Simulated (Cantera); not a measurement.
Standard-state values (1 bar) from the NASA 1993 polynomials, evaluated with Cantera. Values are per mole of reaction as written; species without (g) are pure solids or liquids, kept so even where they would boil at 1 bar.

8 Cu + 2 NO₂(g) → N₂(g) + 4 Cu₂O

```json
[
 {"T (K)": "800", "ΔH° (kJ)": "___", "ΔS° (J/K)": "___", "ΔG° (kJ)": "___", "log10 K": "___"},
 {"T (K)": "900", "ΔH° (kJ)": "-740.0", "ΔS° (J/K)": "-164.9", "ΔG° (kJ)": "-591.6", "log10 K": "34.33"},
 {"T (K)": "1000", "ΔH° (kJ)": "___", "ΔS° (J/K)": "___", "ΔG° (kJ)": "___", "log10 K": "___"},
 {"T (K)": "1100", "ΔH° (kJ)": "-735.5", "ΔS° (J/K)": "-160.4", "ΔG° (kJ)": "-559.0", "log10 K": "26.55"},
 {"T (K)": "1200", "ΔH° (kJ)": "___", "ΔS° (J/K)": "___", "ΔG° (kJ)": "___", "log10 K": "___"}
]
```

Task: Complete the blanks.

Result: 
- 800, ΔH° (kJ): -742.1
- 800, ΔS° (J/K): -167.5
- 800, ΔG° (kJ): -608.2
- 800, log10 K: 39.71
- 1000, ΔH° (kJ): -737.7
- 1000, ΔS° (J/K): -162.5
- 1000, ΔG° (kJ): -575.2
- 1000, log10 K: 30.04
- 1200, ΔH° (kJ): -733.1
- 1200, ΔS° (J/K): -158.3
- 1200, ΔG° (kJ): -543.1
- 1200, log10 K: 23.64
